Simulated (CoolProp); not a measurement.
R236EA along the isobar 2690 kPa: Z from the reference equation and from simpler models built on Tc = 139.3 °C, pc = 3414 kPa, ω = 0.368; each cubic takes its own stable root.

Values from CoolProp's reference Helmholtz-energy equation of state, Rui 2013.

```json
[
 {"T (°C)": "68.95", "phase": "liquid", "reference": "0.1118", "van der Waals": "0.1847", "Redlich-Kwong": "0.1327", "Soave-Redlich-Kwong": "0.1245", "Peng-Robinson": "0.1100"},
 {"T (°C)": "76.65", "phase": "liquid", "reference": "0.1120", "van der Waals": "0.1853", "Redlich-Kwong": "0.1340", "Soave-Redlich-Kwong": "0.1256", "Peng-Robinson": "0.1109"},
 {"T (°C)": "84.45", "phase": "liquid", "reference": "0.1126", "van der Waals": "0.1866", "Redlich-Kwong": "0.1359", "Soave-Redlich-Kwong": "0.1272", "Peng-Robinson": "0.1124"},
 {"T (°C)": "92.25", "phase": "liquid", "reference": "0.1135", "van der Waals": "0.1888", "Redlich-Kwong": "0.1386", "Soave-Redlich-Kwong": "0.1296", "Peng-Robinson": "0.1145"},
 {"T (°C)": "99.95", "phase": "liquid", "reference": "0.1150", "van der Waals": "0.1924", "Redlich-Kwong": "0.1423", "Soave-Redlich-Kwong": "0.1330", "Peng-Robinson": "0.1176"},
 {"T (°C)": "107.75", "phase": "liquid", "reference": "0.1173", "van der Waals": "0.1983", "Redlich-Kwong": "0.1477", "Soave-Redlich-Kwong": "0.1379", "Peng-Robinson": "0.1221"},
 {"T (°C)": "115.55", "phase": "liquid", "reference": "0.1210", "van der Waals": "0.2093", "Redlich-Kwong": "0.1563", "Soave-Redlich-Kwong": "0.1454", "Peng-Robinson": "0.1290"},
 {"T (°C)": "123.35", "phase": "liquid", "reference": "0.1275", "van der Waals": "0.6152", "Redlich-Kwong": "0.5493", "Soave-Redlich-Kwong": "0.1587", "Peng-Robinson": "0.1412"},
 {"T (°C)": "131.05", "phase": "gas", "reference": "0.5767", "van der Waals": "0.6509", "Redlich-Kwong": "0.6052", "Soave-Redlich-Kwong": "0.5927", "Peng-Robinson": "0.5661"},
 {"T (°C)": "138.85", "phase": "gas", "reference": "0.6353", "van der Waals": "0.6795", "Redlich-Kwong": "0.6452", "Soave-Redlich-Kwong": "0.6447", "Peng-Robinson": "0.6187"}
]
```

At some of these states van der Waals, Redlich-Kwong gives the other phase, because its saturation line lies elsewhere.
